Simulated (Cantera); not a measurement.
Input (Python, Cantera) and output of one run.

```python
import numpy as np
import cantera as ct

gas_names = """
    CL CL2 H HCL H2 Si SiCL SiCL2 SiCL3 SiCL4 SiH SiHCL3 SiH2 SiH2CL2 SiH3 SiH3CL SiH4 Si2 Si3
""".split()
cond_names = """
    Si(cr) Si(L)
""".split()


def load(file, names, dense=False):
    # The tables refer to 1 bar. Condensed volumes are neglected.
    table = {s.name: s for s in ct.Species.list_from_file(file)}
    out = []
    for n in names:
        d = dict(table[n].input_data)
        d["thermo"] = dict(d["thermo"], **{"reference-pressure": 1e5})
        if dense:
            d["equation-of-state"] = {"model": "constant-volume", "density": "1e6 g/cm^3"}
        out.append(ct.Species.from_dict(d))
    return out


gas = ct.Solution(thermo="ideal-gas", species=load("nasa_gas.yaml", gas_names))
cond = {s.name: ct.Solution(thermo="fixed-stoichiometry", species=[s], name=s.name)
        for s in load("nasa_condensed.yaml", cond_names, dense=True)}
atoms = {
    'SiCl4': {'Si': 1, 'CL': 4},
    'HCl': {'H': 1, 'CL': 1},
    'H2': {'H': 2},
}
top_T = {}  # K; cautious upper limits of use, not melting points


def equilibrate(T, P, feed):
    n = {}
    for name, mol in feed.items():
        for a, k in atoms[name].items():
            n[a] = n.get(a, 0.0) + k * mol
    gas.TPX = T, P, n
    mass = sum(n.values()) * gas.mean_molecular_weight
    gas.equilibrate("TP")
    valid = [c for c in cond.values() if c.min_temp <= T <= top_T.get(c.name, c.max_temp)]
    mix = ct.Mixture([(gas, mass / gas.mean_molecular_weight)] + [(c, 0.0) for c in valid])
    mix.T, mix.P = T, P
    mix.equilibrate("TP", solver="vcs", rtol=1e-11, max_steps=5000)
    return mix


results = []
feed = {'SiCl4': 1, 'HCl': 5.6, 'H2': 7.4}  # mol
P = 37000  # Pa
for T in [575, 675, 775, 875, 975, 1075, 1175, 1275, 1375, 1475, 1575, 1675]:
    mix = equilibrate(T, P, feed)
    results.append((T, P, feed, dict(zip(mix.species_names, mix.species_moles))))

top = {s: max(r[3][s] / sum(r[3][g] for g in gas_names) for r in results) for s in gas_names}
cols = sorted((s for s in top if top[s] > 1e-05), key=lambda s: -top[s])[:8]
seen = [c for c in cond_names if any(r[3].get(c, 0) > 1e-12 for r in results)]
print("log10 of partial pressures in bar; condensed amounts in mol")
print(f"{'T/K':>10s}" + "".join(f"{s[:9]:>10s}" for s in cols + seen))
for T, P, feed, n in results:
    ng = sum(n[g] for g in gas_names)
    print(f"{T:10.4g}" + "".join(f"{np.log10(max(n[s] / ng * P / 1e5, 1e-99)):10.3f}" for s in cols)
          + "".join(f"{n.get(c, 0):10.4g}" for c in seen))
```

It prints:

```
log10 of partial pressures in bar; condensed amounts in mol
       T/K        H2       HCL     SiCL4     SiCL2     SiCL3    SiHCL3         H        CL
       575    -0.709    -0.830    -1.578   -18.754   -11.836    -6.285   -17.521   -17.531
       675    -0.709    -0.830    -1.578   -14.651    -9.444    -5.339   -14.561   -14.622
       775    -0.709    -0.830    -1.578   -11.625    -7.678    -4.646   -12.358   -12.456
       875    -0.709    -0.830    -1.579    -9.304    -6.323    -4.118   -10.654   -10.779
       975    -0.709    -0.829    -1.581    -7.471    -5.252    -3.704    -9.296    -9.443
      1075    -0.710    -0.828    -1.586    -5.991    -4.388    -3.373    -8.188    -8.351
      1175    -0.711    -0.827    -1.595    -4.777    -3.681    -3.106    -7.267    -7.442
      1275    -0.713    -0.823    -1.617    -3.779    -3.104    -2.901    -6.489    -6.670
      1375    -0.720    -0.815    -1.671    -2.981    -2.657    -2.772    -5.825    -6.002
      1475    -0.734    -0.797    -1.797    -2.404    -2.366    -2.758    -5.254    -5.408
      1575    -0.755    -0.774    -2.024    -2.043    -2.243    -2.880    -4.759    -4.878
      1675    -0.773    -0.754    -2.343    -1.846    -2.253    -3.105    -4.322    -4.410
```

Method: chemical equilibrium by Gibbs-energy minimisation in Cantera with the NASA 1993 tables (ideal gas, pure condensed phases). The tables' values for SiCl3 are old estimates; treat these amounts as uncertain.
